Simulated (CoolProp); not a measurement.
Model: reference Helmholtz-energy equation of state, Polt 1992, in CoolProp. This equation is an older, rougher fit.

Q: For propyne, give the phase and the cv (kJ/(kg K)), Joule-Thomson coefficient (K/MPa) at 58.55 °C and 0.915 bar; 153.75 °C and 34 bar; 179.05 °C and 13.7 bar.

A: 
- 58.55 °C and 0.915 bar: gas; cv 1.42, Joule-Thomson coefficient 16.2
- 153.75 °C and 34 bar: gas; cv 1.83, Joule-Thomson coefficient 8.79
- 179.05 °C and 13.7 bar: gas; cv 1.77, Joule-Thomson coefficient 6.73
